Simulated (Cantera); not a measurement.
Input: 1 mol SiO₂, 21 mol HCl, 2 mol NF₃, held at 1898.15 K and 0.133 bar.

Cantera equilibrium calculation (NASA polynomials, part measured and part estimated; ideal gas, pure solids and liquids). Candidate condensed phases: H₂O, NH₄Cl, Si, SiO₂, Si₂N₂O, Si₃N₄; 72 gas species. The tables' values for SiF₃ are old estimates; treat these amounts as uncertain. The tables hold silica as quartz up to 1696 K and as liquid above; real silica turns to tridymite and cristobalite and melts near 1996 K. The numbers say what is thermodynamically allowed, not how fast it happens.

Base state: HCl 0.587, HF 0.171, Cl 0.161, N₂ 0.0368, Cl₂ 0.0143, SiF₄ 0.0126, H₂O 0.00882, O₂ 0.00786 (mole fractions); condensed: SiO₂(condensed).

Problem. What changes in the equilibrium state with this change: temperature from 1898.15 K to 1373 K?

Solution. 
```csv
species,before,after
HCl,0.587,0.674
HF,0.171,0.135
Cl₂,0.0143,0.0739
Cl,0.161,0.0171
O₂,0.00786,0.0187
SiF₄,0.0126,0.0262
H₂O,0.00882,0.0149
N₂,0.0368,0.0399
H,1.27e-5,2.71e-9
SiF₃,2.49e-5,8.00e-9
"SiO₂(condensed), mol",0.659,0
"SiO₂(β-quartz), mol",0,0.345
```

Problem. What changes in the equilibrium state with this change: NF₃ from 2 to 0.89 mol?

Solution. 
```json
[
 {"species": "HCl", "before": "0.587", "after": "0.767"},
 {"species": "Cl", "before": "0.161", "after": "0.100"},
 {"species": "HF", "before": "0.171", "after": "0.0990"},
 {"species": "SiF₄", "before": "0.0126", "after": "0.00315"},
 {"species": "Cl₂", "before": "0.0143", "after": "0.00556"},
 {"species": "N₂", "before": "0.0368", "after": "0.0186"},
 {"species": "O₂", "before": "0.00786", "after": "0.000180"},
 {"species": "ClO", "before": "8.50e-5", "after": "8.01e-6"},
 {"species": "SiO₂(condensed), mol", "before": "0.659", "after": "0.924"}
]
```
